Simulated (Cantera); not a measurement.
Feed: 1 mol SiH4, 0.36 mol HCl, 70 mol H2, held at 1673 K and 90.0 Torr.

Method: chemical equilibrium by Gibbs-energy minimisation in Cantera with the NASA 1993 tables (ideal gas, pure condensed phases). Candidate condensed phases: Si; 19 gas species. Gases not in the tables: Si2H6 and higher silanes. The numbers say what is thermodynamically allowed, not how fast it happens.

Base state: H2 0.995, HCl 0.00480, H 0.000328, SiCl2 8.36e-5, SiH2 1.10e-5 (mole fractions); condensed: Si(s).

What changes in the equilibrium state with this change: 0.86 mol O2 added?


| species | before | after |
|---|---|---|
| H2 | 0.995 | 0.990 |
| HCl | 0.00480 | 0.00495 |
| SiO | 0 | 0.00415 |
| H2O | 0 | 0.000298 |
| SiH2 | 1.10e-5 | 3.62e-8 |
| SiCl2 | 8.36e-5 | 2.96e-7 |
| H | 0.000328 | 0.000327 |
| Si(s), mol | 0.993 | 0 |
| SiO2(β-quartz), mol | 0 | 0.698 |
The tables hold silica as quartz up to 1696 K and as liquid above; real silica turns to tridymite and cristobalite and melts near 1996 K. Further candidate phases: H2O, SiO2.

What changes in the equilibrium state with this change: H2 from 70 to 4.3 mol?


| species | before | after |
|---|---|---|
| H2 | 0.995 | 0.952 |
| HCl | 0.00480 | 0.0410 |
| SiCl2 | 8.36e-5 | 0.00636 |
| SiCl3 | 1.29e-7 | 8.54e-5 |
| Cl | 1.24e-6 | 1.08e-5 |
| Si(s), mol | 0.993 | 0.957 |
The tables' values for SiCl3 are old estimates; treat these amounts as uncertain.

What changes in the equilibrium state with this change: temperature from 1673 K to 2623.15 K?


```csv
species,before,after
H2,0.995,0.869
H,0.000328,0.113
Si,3.48e-6,0.0117
Si2,1.34e-8,4.57e-5
SiH,2.03e-6,0.000836
"Si(s), mol",0.993,0
```
The tables' values for SiCl are old estimates; treat these amounts as uncertain.
